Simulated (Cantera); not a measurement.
**Hydrocarbon pyrolysis for carbon deposition**

An isothermal, constant-pressure homogeneous reactor starts with C2H6 : N2 = 1 : 8.4 (molar parts), at 1100 K and 5.70 Torr.

Cantera simulation using GRI-Mech 3.0 (53 species, 325 reactions); the numbers are that mechanism's predictions, not measurements. GRI-Mech 3.0 stops at C3 and has no aromatics, soot or wall deposition, so with more carbon than oxygen in the feed, carbon stays in small species such as C2H2 where larger ones or solid carbon would form. Radical loss at walls, strong at low pressure, is not modelled.

```
t (s)      x C2H6    x C2H4     x CH4     x C2H    x C2H2
--------  -------  --------  --------  --------  --------
3.00e-5     0.106    <1e-12  4.57e-11    <1e-12    <1e-12
9.53e-5     0.106  9.37e-12  4.59e-10    <1e-12    <1e-12
0.000303    0.106  2.91e-10   4.61e-9    <1e-12    <1e-12
0.000962    0.106   9.07e-9   4.57e-8    <1e-12    <1e-12
0.00306     0.106   2.76e-7   4.33e-7    <1e-12    <1e-12
0.00972     0.106   7.65e-6   3.65e-6    <1e-12  3.81e-11
0.0309      0.106  0.000157   2.44e-5    <1e-12   1.47e-8
0.0981      0.104   0.00166  0.000181    <1e-12   1.81e-6
0.312      0.0959   0.00873   0.00111    <1e-12   5.36e-5
0.990      0.0711    0.0290   0.00426  2.93e-12  0.000602
3.15       0.0233    0.0649    0.0121  1.15e-11   0.00417
10.0      0.00139    0.0724    0.0161  1.38e-11    0.0139
```
x: mole fraction; the columns are a selection and need not sum to one.

Equilibrium at this temperature and pressure: C2H6 1.90e-6, C2H4 0.00321, CH4 0.0258, C2H 2.30e-12, C2H2 0.0461 (gas phase only).
